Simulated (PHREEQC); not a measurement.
1 kg of water holding 0.0094 mol Na2SO4, 0.07 mol Na2CO3 and 0.028 mol NaCl is evaporated at 20 °C; the solids stay in contact with the brine. The system is closed to CO2. Solids allowed: Burkeite, Halite, Mirabilite, Nahcolite, Natron, Thenardite, Trona. Others were left out.

The series has 23 steps of water left (kg), from 1 to 0.004923.

All values are PHREEQC results (Pitzer model, pitzer.dat), not measurements.

Q: Which solids form, in which order, and at which step of the series does each first stand?

A: Natron from water left = 0.02349 kg (pH 12.03); Burkeite from water left = 0.01123 kg (pH 12.06); Halite from water left = 0.004923 kg (pH 12.09).
